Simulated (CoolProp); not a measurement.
Values from CoolProp's reference Helmholtz-energy equation of state, McLinden 2015.

Problem. For the fluoroketone C6F12O (FK-5-1-12), give the phase and the density (kg/m³), cp (kJ/(kg K)), speed of sound (m/s), expansivity (1/kK) at 55.95 °C and 617 kPa.

Solution. 
- 55.95 °C and 617 kPa: liquid; density 1510, cp 1.13, speed of sound 413, expansivity 2.21
